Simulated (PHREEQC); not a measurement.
Nickel, zinc or cadmium bath

Consider water at 25 °C with 67 mmol/kgw NiSO4, 0.031 mmol/kgw NaCl and 1.3 mmol/kgw HCl. Closed to the air; pH follows from the charge balance.

Equilibrium calculation in PHREEQC: ion-association model, wateq4f.dat.

Precipitation was switched off in this run.

Question: What pH, ionic strength does the model give?

Answer: pH 3.33; ionic strength 0.153 mol/kgw.

Question: In which forms is Ni present?

Answer: Ni+2 57 %, NiSO4 43 % of the Ni.

Complexes and solids missing from the database can't appear.
